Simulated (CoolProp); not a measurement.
Vapour-liquid equilibrium of n-heptane (1) + n-dodecane (2) at 0.0815 bar; x and y are mole fractions of (1).

Computed with CoolProp (multi-fluid Helmholtz-energy mixture model, Span 2003 and Lemmon 2004; pair parameters Bell 2016).

```json
[
 {"x": "0.05", "bubble temperature (K)": "378.9", "y at the bubble point": "0.690", "dew temperature at overall composition x (K)": "404.6", "liquid density (mol/L)": "4.098"},
 {"x": "0.2", "bubble temperature (K)": "(withheld)", "y at the bubble point": "0.961", "dew temperature at overall composition x (K)": "400.3", "liquid density (mol/L)": "4.514"},
 {"x": "0.35", "bubble temperature (K)": "(withheld)", "y at the bubble point": "0.988", "dew temperature at overall composition x (K)": "395.3", "liquid density (mol/L)": "4.869"},
 {"x": "0.5", "bubble temperature (K)": "318.5", "y at the bubble point": "0.995", "dew temperature at overall composition x (K)": "389.2", "liquid density (mol/L)": "5.232"},
 {"x": "0.65", "bubble temperature (K)": "(withheld)", "y at the bubble point": "0.997", "dew temperature at overall composition x (K)": "381.4", "liquid density (mol/L)": "5.624"},
 {"x": "0.8", "bubble temperature (K)": "308.6", "y at the bubble point": "0.999", "dew temperature at overall composition x (K)": "370.0", "liquid density (mol/L)": "6.059"},
 {"x": "0.95", "bubble temperature (K)": "305.2", "y at the bubble point": "1.000", "dew temperature at overall composition x (K)": "345.9", "liquid density (mol/L)": "6.551"}
]
```

### Question
What belongs in the gaps?

### Answer

- 0.2, bubble temperature (K): 342.2
- 0.35, bubble temperature (K): 327.1
- 0.65, bubble temperature (K): 312.8

No azeotrope shows between x = 0.05 and 0.95.

The pair parameters rest on a limited set of measurements; away from them the model extrapolates. The gap from Raoult's law changes sign with composition, which may be real or a fault of the pair parameters; it wasn't checked against measurements.
